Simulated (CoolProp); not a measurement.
The numbers come from the reference Helmholtz-energy equation of state, Lemmon 2006 in CoolProp. It is a short technical equation, of lower accuracy than the large ones.

Task: Give the vapour pressure (bar), liquid density (kg/m³), vapour Z, surface tension (mN/m) of saturated C3F8 (R218) at -44.35 °C.

Result: 
| T (°C) | p (bar) | liquid density (kg/m³) | vapour Z | surface tension (mN/m) |
|---|---|---|---|---|
| -44.35 | 0.710 | 1640 | 0.958 | 11.4 |

Surface tension comes from a separate correlation (Mulero 2012).
